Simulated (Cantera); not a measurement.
Catalytic combustion on Pt

An isothermal plug-flow reactor at 948 K and 5.00 bar (inlet), inlet velocity 1.7 m/s, active area per volume 400 1/m; feed CO : O2 : N2 : H2O = 0.028 : 0.03 : 0.79 : 0.078 (molar parts), equivalence ratio 0.47.

Detailed kinetics in Cantera: Deutschmann's 1995 Pt surface mechanism with GRI-Mech 3.0 gas chemistry. Catalytic surfaces can have several steady states; this one follows from the mechanism file's or the stated starting coverage. Mass transfer to the wall is taken as infinitely fast.

```csv
z (m),x CO,x O2,x H2O,x CO2,θ free Pt,θ O*,θ OH*,θ CO*
0.00077,0.0261,0.0303,0.0844,0.00425,0.213,0.00443,0.00109,0.782
0.0014,0.0224,0.0285,0.0846,0.00800,0.228,0.00488,0.00118,0.766
0.0024,0.0157,0.0252,0.0849,0.0148,0.267,0.00628,0.00145,0.725
0.0043,0.000189,0.0176,0.0855,0.0305,0.155,0.832,0.0128,0.000261
0.0077,5.23e-7,0.0175,0.0855,0.0307,0.146,0.842,0.0125,6.32e-7
0.014,1.18e-11,0.0175,0.0855,0.0307,0.146,0.842,0.0125,1.42e-11
0.024,<1e-12,0.0175,0.0855,0.0307,0.146,0.842,0.0125,<1e-12
0.043,<1e-12,0.0175,0.0855,0.0307,0.146,0.842,0.0125,<1e-12
0.077,<1e-12,0.0175,0.0855,0.0307,0.146,0.842,0.0125,<1e-12
```
x: gas mole fraction; θ: surface coverage.
